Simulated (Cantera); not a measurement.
# C2H6 + H2O + H2 (carbon deposition, reforming and gasification)

Input: 1 mol C2H6, 0.49 mol H2O, 24 mol H2, equilibrated at 0.975 Torr.

Equilibrium computed with Cantera from the NASA thermochemical tables; the gas is ideal and each condensed phase is pure. Candidate condensed phases: C, C6H6, C7H8, C8H18, H2O; 110 gas species. Rates play no part.

```json
[
 {"T (K)": "2325", "x H": "0.259", "x H2": "0.722", "x CO": "0.0152", "x C3": "2.03e-5", "n C(graphite)": "1.28"},
 {"T (K)": "2375", "x H": "0.318", "x H2": "0.663", "x CO": "0.0147", "x C3": "4.92e-5", "n C(graphite)": "1.22"},
 {"T (K)": "2425", "x H": "0.384", "x H2": "0.597", "x CO": "0.0141", "x C3": "0.000115", "n C(graphite)": "1.16"},
 {"T (K)": "2475", "x H": "0.453", "x H2": "0.527", "x CO": "0.0135", "x C3": "0.000258", "n C(graphite)": "1.08"},
 {"T (K)": "2525", "x H": "0.525", "x H2": "0.456", "x CO": "0.0129", "x C3": "0.000562", "n C(graphite)": "0.978"},
 {"T (K)": "2575", "x H": "0.595", "x H2": "0.384", "x CO": "0.0123", "x C3": "0.00119", "n C(graphite)": "0.828"},
 {"T (K)": "2625", "x H": "0.662", "x H2": "0.316", "x CO": "0.0116", "x C3": "0.00243", "n C(graphite)": "0.578"},
 {"T (K)": "2675", "x H": "0.722", "x H2": "0.254", "x CO": "0.0111", "x C3": "0.00484", "n C(graphite)": "0.131"},
 {"T (K)": "2725", "x H": "0.775", "x H2": "0.200", "x CO": "0.0106", "x C3": "0.00601", "n C(graphite)": "0"}
]
```
x: gas mole fraction; n: condensed amount in mol.

From 2325 K to 2675 K the condensed part is C(graphite). At 2725 K nothing is condensed. The main C-bearing gas is CO at 2325 K and C3 at 2725 K. The share of C in condensed phases is highest at 2325 K (63.8 %) and lowest at 2725 K (0.0 %).
